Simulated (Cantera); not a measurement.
Feed: 1 mol SiH₄, 0.72 mol Cl₂, 120 mol N₂, at 1427 °C and 1.33 mbar.

Method: chemical equilibrium by Gibbs-energy minimisation in Cantera with the NASA 1993 tables (ideal gas, pure condensed phases). Candidate condensed phases: NH₄Cl, Si, Si₃N₄; 28 gas species. The tables' values for SiCl, SiN are old estimates; treat these amounts as uncertain. Equilibrium is a limit: real reactors are often held back by kinetics, nucleation or transport.

Base state: N₂ 0.977, H₂ 0.0141, HCl 0.00388, SiCl₂ 0.00382, Si 0.000509, H 0.000479, Cl 0.000102, SiCl 9.84e-5 (mole fractions); condensed: Si(l).

Task: What changes in the equilibrium state with this change: temperature from 1427 °C to 577 °C?

Result: 
```tsv
species	before	after
N₂	0.977	0.978
HCl	0.00388	0.0118
H₂	0.0141	0.0105
SiCl₂	0.00382	<1e-9
SiCl₄	6.92e-9	1.20e-5
Si	0.000509	<1e-9
H	0.000479	<1e-9
Cl	0.000102	<1e-9
Si(l), mol	0.449	0
Si₃N₄(s), mol	0	0.333
```
N₂ is the only nitrogen source here; it is nearly inert below about 1500 K, so the nitride shown seldom forms there in practice.

Task: What changes in the equilibrium state with this change: pressure from 1.33 mbar to 26.0 mbar?

Result: 
```csv
species,before,after
N₂,0.977,0.978
H₂,0.0141,0.0127
HCl,0.00388,0.00717
SiCl₂,0.00382,0.00225
Si₂N,2.01e-5,1.10e-7
Si,0.000509,4.06e-6
"Si(l), mol",0.449,0
"Si₃N₄(s), mol",0,0.240
```
The tables' values for SiCl₃ are old estimates; treat these amounts as uncertain.

Task: What changes in the equilibrium state with this change: temperature from 1427 °C to 1352 °C?

Result: 
```
species          before    after
-------------  --------  -------
N₂                0.977    0.978
H₂               0.0141   0.0137
HCl             0.00388  0.00508
SiCl₂           0.00382  0.00329
Si₂N            2.01e-5  1.47e-6
Si             0.000509  6.08e-5
SiN             1.11e-5  1.72e-6
SiCl            9.84e-5  2.63e-5
Si(l), mol        0.449        0
Si₃N₄(s), mol         0    0.195
```
The tables' values for SiCl are old estimates; treat these amounts as uncertain.
